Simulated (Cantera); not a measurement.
## Stirred combustor or abatement burner

A perfectly stirred reactor is fed with 28.5 % H2, 15.0 % O2, 56.5 % N2, at 7500 Torr; it is adiabatic with a 600 K inlet, and is followed from long to short residence time, starting on the burning branch (τ in s: 0.21, 0.089, 0.038, 0.016, 0.0067, 0.0028, 0.0012, 0.00051, 0.00021, 9e-05, 3.8e-05, 1.6e-05).

Detailed kinetics in Cantera: the H2/O2 subset of GRI-Mech 3.0, which has no nitrogen chemistry. The hydrogen kinetics of GRI-Mech 3.0 are dated; newer H2 mechanisms differ, most at raised pressure.

```csv
τ (s),T (K),x H2,x O2,x OH,x H,x H2O
0.21,2588,0.00879,0.0106,0.00899,0.00109,0.316
0.089,2588,0.00880,0.0106,0.00899,0.00110,0.316
0.038,2588,0.00882,0.0106,0.00900,0.00110,0.316
0.016,2588,0.00887,0.0107,0.00901,0.00111,0.316
0.0067,2587,0.00899,0.0107,0.00905,0.00113,0.316
0.0028,2584,0.00926,0.0108,0.00915,0.00118,0.316
0.0012,2579,0.00985,0.0111,0.00936,0.00129,0.315
0.00051,2567,0.0111,0.0116,0.00980,0.00155,0.313
0.00021,2542,0.0135,0.0126,0.0107,0.00213,0.309
9.0e-5,2502,0.0173,0.0142,0.0120,0.00326,0.303
3.8e-5,2439,0.0228,0.0166,0.0138,0.00539,0.294
1.6e-5,2349,0.0297,0.0199,0.0155,0.00907,0.282
```
x: mole fraction; the columns are a selection and need not sum to one.
